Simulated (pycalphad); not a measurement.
Phase fractions of Ti-4.206Al-0.2269C (wt.%)

Source of the numbers: pycalphad with the COST 507 light-alloy database (1999); pressure 1 atm. The database dates from 1999; later assessments differ in places, in temperatures and in the compounds included. The system is extrapolated from its subsystems; higher-order compounds may be missing. Phase fractions are per mole of atoms. Diffusion is slow at the low end, where real alloys seldom reach equilibrium.

| T (K) | liquid | bcc | fcc | hcp |
|---|---|---|---|---|
| 1750 | - | 1.000 | - | - |
| 1650 | - | 0.999 | 0.001 | - |
| 1550 | - | 0.992 | 0.008 | - |
| 1450 | - | 0.987 | 0.013 | - |
| 1350 | - | 0.982 | 0.018 | - |
| 1250 | - | 0.851 | 0.021 | 0.128 |
| 1150 | - | - | 0.023 | 0.977 |
| 1050 | - | - | 0.024 | 0.976 |
| 950 | - | - | 0.024 | 0.976 |
| 850 | - | - | 0.024 | 0.976 |
| 750 | - | - | 0.024 | 0.976 |
| 650 | - | - | 0.024 | 0.976 |
| 550 | - | - | 0.024 | 0.976 |

The fcc model also describes the rock-salt carbide or nitride (TiC, TiN, HfC).
